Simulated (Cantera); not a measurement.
Hydrocarbon pyrolysis for carbon deposition

An isothermal, constant-pressure homogeneous reactor starts with C₃H₈ : H₂ = 1 : 49 (molar parts), at 1325 K and 360 Pa.

Model: GRI-Mech 3.0 (53 species, 325 reactions), integrated in Cantera. GRI-Mech 3.0 was tuned for natural gas; its chemistry of propane as a main component is partial and can be far from experiment. GRI-Mech 3.0 stops at C3 and has no aromatics, soot or wall deposition, so with more carbon than oxygen in the feed, carbon stays in small species such as C2H2 where larger ones or solid carbon would form. Radical loss at walls, strong at low pressure, is not modelled.

```json
[
 {"t (s)": "0.000200", "x C₃H₈": "0.0200", "x H₂": "0.980", "x C₂H₂": "3.01e-11", "x C₂H₆": "1.82e-6", "x C₂H": "<1e-12", "x H": "1.10e-5", "x C₂H₄": "1.17e-5"},
 {"t (s)": "0.000433", "x C₃H₈": "0.0199", "x H₂": "0.980", "x C₂H₂": "9.74e-10", "x C₂H₆": "6.77e-6", "x C₂H": "<1e-12", "x H": "3.22e-5", "x C₂H₄": "5.92e-5"},
 {"t (s)": "0.000938", "x C₃H₈": "0.0196", "x H₂": "0.980", "x C₂H₂": "3.07e-8", "x C₂H₆": "2.06e-5", "x C₂H": "<1e-12", "x H": "7.67e-5", "x C₂H₄": "0.000268"},
 {"t (s)": "0.00203", "x C₃H₈": "0.0187", "x H₂": "0.979", "x C₂H₂": "7.39e-7", "x C₂H₆": "4.92e-5", "x C₂H": "<1e-12", "x H": "0.000170", "x C₂H₄": "0.00111"},
 {"t (s)": "0.00440", "x C₃H₈": "0.0152", "x H₂": "0.975", "x C₂H₂": "1.60e-5", "x C₂H₆": "9.52e-5", "x C₂H": "3.47e-12", "x H": "0.000385", "x C₂H₄": "0.00436"},
 {"t (s)": "0.00953", "x C₃H₈": "0.00580", "x H₂": "0.965", "x C₂H₂": "0.000300", "x C₂H₆": "0.000121", "x C₂H": "1.50e-10", "x H": "0.000875", "x C₂H₄": "0.0130"},
 {"t (s)": "0.0206", "x C₃H₈": "0.000246", "x H₂": "0.960", "x C₂H₂": "0.00204", "x C₂H₆": "3.68e-5", "x C₂H": "1.00e-9", "x H": "0.000858", "x C₂H₄": "0.0166"},
 {"t (s)": "0.0447", "x C₃H₈": "4.19e-6", "x H₂": "0.960", "x C₂H₂": "0.00405", "x C₂H₆": "8.95e-6", "x C₂H": "9.25e-10", "x H": "0.000399", "x C₂H₄": "0.0148"},
 {"t (s)": "0.0969", "x C₃H₈": "5.65e-8", "x H₂": "0.960", "x C₂H₂": "0.00573", "x C₂H₆": "3.99e-6", "x C₂H": "6.19e-10", "x H": "0.000189", "x C₂H₄": "0.0131"},
 {"t (s)": "0.210", "x C₃H₈": "1.02e-9", "x H₂": "0.960", "x C₂H₂": "0.00724", "x C₂H₆": "2.44e-6", "x C₂H": "3.86e-10", "x H": "9.32e-5", "x C₂H₄": "0.0116"},
 {"t (s)": "0.454", "x C₃H₈": "2.71e-10", "x H₂": "0.960", "x C₂H₂": "0.00868", "x C₂H₆": "1.65e-6", "x C₂H": "2.36e-10", "x H": "4.76e-5", "x C₂H₄": "0.0101"},
 {"t (s)": "0.984", "x C₃H₈": "1.12e-10", "x H₂": "0.960", "x C₂H₂": "0.0101", "x C₂H₆": "1.11e-6", "x C₂H": "1.48e-10", "x H": "2.55e-5", "x C₂H₄": "0.00864"},
 {"t (s)": "2.13", "x C₃H₈": "5.07e-11", "x H₂": "0.961", "x C₂H₂": "0.0117", "x C₂H₆": "7.12e-7", "x C₂H": "1.01e-10", "x H": "1.52e-5", "x C₂H₄": "0.00706"},
 {"t (s)": "4.62", "x C₃H₈": "2.66e-11", "x H₂": "0.961", "x C₂H₂": "0.0135", "x C₂H₆": "4.48e-7", "x C₂H": "8.67e-11", "x H": "1.12e-5", "x C₂H₄": "0.00521"},
 {"t (s)": "10.0", "x C₃H₈": "1.51e-11", "x H₂": "0.961", "x C₂H₂": "0.0157", "x C₂H₆": "2.78e-7", "x C₂H": "1.03e-10", "x H": "1.14e-5", "x C₂H₄": "0.00291"}
]
```
x: mole fraction; the columns are a selection and need not sum to one.

Equilibrium at this temperature and pressure: C₃H₈ <1e-12, H₂ 0.970, C₂H₂ 0.0262, C₂H₆ 2.56e-8, C₂H 4.02e-10, H 2.70e-5, C₂H₄ 0.000187 (gas phase only).
